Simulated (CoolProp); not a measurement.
Computed with CoolProp (reference Helmholtz-energy equation of state, Lemmon 2016).

Task: Give the vapour pressure (MPa), liquid density (kg/m³), vapour density (kg/m³), enthalpy of vaporisation (kJ/kg) of saturated R115 at 204.3 K.

Result: 
| T (K) | p (MPa) | liquid density (kg/m³) | vapour density (kg/m³) | enthalpy of vaporisation (kJ/kg) |
|---|---|---|---|---|
| 204.3 | 0.0215 | 1650 | 1.98 | 136 |
